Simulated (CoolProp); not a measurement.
Ethylene along the isotherm 176.85 °C: fugacity coefficient from the reference equation and from simpler models built on Tc = 9.2 °C, pc = 5.042 MPa, ω = 0.087; each cubic takes its own stable root.

Computed with CoolProp (reference Helmholtz-energy equation of state, Smukala 2000).

```
p (MPa)          phase  reference  van der Waals  Peng-Robinson
-------  -------------  ---------  -------------  -------------
1.4                gas     0.9810         0.9759         0.9766
2.8                gas     0.9626         0.9523         0.9543
4.2                gas        [?]         0.9293         0.9333
5.6      supercritical     0.9277         0.9068            [?]
7        supercritical     0.9113         0.8850         0.8948
8.4      supercritical     0.8955         0.8640         0.8773
9.8      supercritical        [?]         0.8439         0.8609
11.2     supercritical     0.8663            [?]         0.8458
12.6     supercritical     0.8530         0.8068            [?]
```

Q: What belongs in the gaps?

A: 
- 4.2, reference: 0.9448
- 5.6, Peng-Robinson: 0.9134
- 9.8, reference: 0.8805
- 11.2, van der Waals: 0.8248
- 12.6, Peng-Robinson: 0.8317
